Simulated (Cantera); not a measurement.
Cantera run, input and output.

```python
import numpy as np
import cantera as ct

gas = ct.Solution("gri30.yaml")
gas.TPX = 1725, 2666, {'C2H6': 1, 'N2': 8.7}
inlet = ct.Reservoir(gas, clone=True)

reactor = ct.IdealGasConstPressureReactor(gas, energy="off", clone=False)
exhaust = ct.Reservoir(gas, clone=True)
tau = [0.35, 0.2, 0.12, 0.068, 0.039, 0.023, 0.013, 0.0076, 0.0044][0]
for a, b in ((inlet, reactor), (reactor, exhaust)):
    ct.MassFlowController(a, b, mdot=lambda t: reactor.mass / tau)
net = ct.ReactorNet([reactor])
show = ['C2H6', 'C2H2', 'CH3', 'C2H', 'C2H4', 'H']

rows = []
print(f"{'tau/s':>10s}{'T/K':>9s}" + "".join(f"{s:>11s}" for s in show))
for tau in [0.35, 0.2, 0.12, 0.068, 0.039, 0.023, 0.013, 0.0076, 0.0044]:
    net.initial_time = 0.0
    net.advance(30 * tau)
    before = gas.X
    net.advance(40 * tau)
    drift = np.max(np.abs(gas.X - before) / (gas.X + 1e-9))
    rows.append([gas.T, *gas[show].X, drift])
    print(f"{tau:10.3e}{gas.T:9.1f}" + "".join(f"{x:11.3e}" for x in gas[show].X))
```

Output:

```
     tau/s      T/K       C2H6       C2H2        CH3        C2H       C2H4          H
 3.500e-01   1725.0  6.325e-05  8.056e-02  1.033e-03  2.680e-06  3.600e-04  8.290e-04
 2.000e-01   1725.0  1.077e-04  7.926e-02  1.356e-03  2.807e-06  5.828e-04  8.626e-04
 1.200e-01   1725.0  1.750e-04  7.775e-02  1.738e-03  2.929e-06  9.045e-04  8.940e-04
 6.800e-02   1725.0  3.000e-04  7.562e-02  2.286e-03  3.071e-06  1.467e-03  9.303e-04
 3.900e-02   1725.0  5.076e-04  7.295e-02  2.983e-03  3.217e-06  2.335e-03  9.672e-04
 2.300e-02   1725.0  8.351e-04  6.974e-02  3.834e-03  3.356e-06  3.586e-03  1.003e-03
 1.300e-02   1725.0  1.427e-03  6.534e-02  5.014e-03  3.491e-06  5.601e-03  1.041e-03
 7.600e-03   1725.0  2.359e-03  6.009e-02  6.434e-03  3.579e-06  8.337e-03  1.074e-03
 4.400e-03   1725.0  3.925e-03  5.342e-02  8.260e-03  3.591e-06  1.214e-02  1.100e-03
```

Computed with Cantera and GRI-Mech 3.0 (53 species, 325 reactions). GRI-Mech 3.0 stops at C3 and has no aromatics, soot or wall deposition, so with more carbon than oxygen in the feed, carbon stays in small species such as C2H2 where larger ones or solid carbon would form. Radical loss at walls, strong at low pressure, is not modelled.
